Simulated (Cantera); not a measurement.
**Ti + H₂O + H₂ (titanium nitride, carbide and oxide coatings)**

A closed system holds: 1 mol Ti, 0.25 mol H₂O, 24 mol H₂, equilibrated at 1950 K.

Equilibrium computed with Cantera from the NASA thermochemical tables; the gas is ideal and each condensed phase is pure. Candidate condensed phases: H₂O, Ti, TiO, TiO₂, Ti₂O₃, Ti₃O₅, Ti₄O₇; 12 gas species. Mutual solubility and eutectic melting of coexisting phases are not modelled. TiO: taken at fixed stoichiometry. Condensed phases not in the tables: N, O or C dissolved in the metal. Rates play no part.

At 10.0 Pa the condensed part is TiO(s). From 63.0 Pa to 100000 Pa the condensed part is Ti(l) + TiO(s). The main Ti-bearing gas is Ti throughout. The share of Ti in condensed phases is highest at 100000 Pa (100.0 %) and lowest at 10.0 Pa (17.0 %).

```tsv
P (Pa)	x H₂	x H	x Ti	x TiO	x H₂O	x TiO₂	n TiO(s)	n Ti(l)
10	0.862	0.106	0.0283	0.00301	1.48e-6	4.52e-7	0.170	0
63	0.947	0.0444	0.00802	0.000478	9.10e-7	4.02e-8	0.238	0.549
400	0.981	0.0179	0.00126	7.53e-5	9.42e-7	6.33e-9	0.248	0.719
2500	0.993	0.00722	0.000202	1.21e-5	9.54e-7	1.01e-9	0.250	0.745
16000	0.997	0.00286	3.16e-5	1.88e-6	9.58e-7	1.58e-10	0.250	0.749
100000	0.999	0.00115	5.05e-6	3.01e-7	9.60e-7	2.53e-11	0.250	0.750
```
x: gas mole fraction; n: condensed amount in mol.
